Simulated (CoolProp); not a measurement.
R1233zd(E) along the isobar 24.6 bar: density (kg/m³) from the reference equation and from simpler models built on Tc = 438.9 K, pc = 35.83 bar, ω = 0.304; each cubic takes its own stable root.

The numbers come from the reference Helmholtz-energy equation of state, Akasaka 2022 in CoolProp.

```tsv
T (K)	phase	reference
241	liquid	1396
256	liquid	1364
270.9	liquid	1332
285.8	liquid	1298
300.7	liquid	1264
315.7	liquid	1227
330.6	liquid	1189
345.5	liquid	1148
360.4	liquid	1104
375.4	liquid	1055
390.3	liquid	997.9
405.2	liquid	927.7
420.1	gas	153.3
435.1	gas	130.4
450	gas	117.0
```

How far does each simpler model (Redlich-Kwong, Soave-Redlich-Kwong, Peng-Robinson) lie from the reference over these 15 states: mean and median of the absolute difference, and the worst?


- Redlich-Kwong: mean 13.0 %, median 13.7 %, worst -21.9 % at 405.2 K and 24.6 bar
- Soave-Redlich-Kwong: mean 9.7 %, median 10.1 %, worst -16.7 % at 405.2 K and 24.6 bar
- Peng-Robinson: mean 1.6 %, median 1.4 %, worst -5.8 % at 405.2 K and 24.6 bar
